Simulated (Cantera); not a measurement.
A Cantera script and what it prints.

```python
import numpy as np
import cantera as ct

gas_names = """
    AL ALO ALO2 AL2 AL2O AL2O2 O O2 O3 Si SiO SiO2 Si2 Si3
""".split()
cond_names = """
    AL(cr) AL(L) AL2O3(a) AL2O3(L) AL2SiO5(an) AL6Si2O13(s) Si(cr) Si(L) SiO2(Lqz) SiO2(hqz) SiO2(L)
""".split()


# ... load() reads the species with a 1 bar reference pressure and builds the phases ...
atoms = {
    'SiO2': {'Si': 1, 'O': 2},
    'Al2O3': {'AL': 2, 'O': 3},
    'O2': {'O': 2},
}
top_T = {'AL2SiO5(an)': 2000, 'AL6Si2O13(s)': 2100}  # K; cautious upper limits of use, not melting points


# ... equilibrate(T, P, feed) seeds the gas with the atoms and calls Mixture.equilibrate('TP', solver="vcs", rtol=1e-11, max_steps=5000) ...
results = []
feed = {'SiO2': 1, 'Al2O3': 1.1, 'O2': 0.21}  # mol
P = 250000  # Pa
for T in [823, 873, 923, 973, 1023, 1073, 1123, 1173, 1223, 1273, 1323, 1373, 1423, 1473]:
    mix = equilibrate(T, P, feed)
    results.append((T, P, feed, dict(zip(mix.species_names, mix.species_moles))))

top = {s: max(r[3][s] / sum(r[3][g] for g in gas_names) for r in results) for s in gas_names}
cols = sorted((s for s in top if top[s] > 1e-05), key=lambda s: -top[s])[:6]
seen = [c for c in cond_names if any(r[3].get(c, 0) > 1e-12 for r in results)]
print("log10 of partial pressures in bar; condensed amounts in mol")
print(f"{'T/K':>10s}" + "".join(f"{s[:9]:>10s}" for s in cols + seen))
for T, P, feed, n in results:
    ng = sum(n[g] for g in gas_names)
    print(f"{T:10.4g}" + "".join(f"{np.log10(max(n[s] / ng * P / 1e5, 1e-99)):10.3f}" for s in cols)
          + "".join(f"{n.get(c, 0):10.4g}" for c in seen))
```

Result:

```
log10 of partial pressures in bar; condensed amounts in mol
       T/K        O2  AL2O3(a) AL2SiO5(a AL6Si2O13 SiO2(hqz)
       823     0.398       0.1         1         0         0
       873     0.398       0.1         1         0         0
       923     0.398       0.1         1         0         0
       973     0.398       0.1         1         0         0
      1023     0.398       0.1         1         0         0
      1073     0.398       0.1         1         0         0
      1123     0.398         0       0.8       0.1         0
      1173     0.398         0       0.8       0.1         0
      1223     0.398         0       0.8       0.1         0
      1273     0.398         0         0    0.3667    0.2667
      1323     0.398         0         0    0.3667    0.2667
      1373     0.398         0         0    0.3667    0.2667
      1423     0.398         0         0    0.3667    0.2667
      1473     0.398         0         0    0.3667    0.2667
```

These are equilibrium values from Cantera (NASA tables, ideal gas, pure condensed phases), not measurements of a reactor. Mutual solubility and eutectic melting of coexisting phases are not modelled. The tables hold silica as quartz up to 1696 K and as liquid above; real silica turns to tridymite and cristobalite and melts near 1996 K. Condensed phases not in the tables: alloys, solid solutions and most ternary compounds.
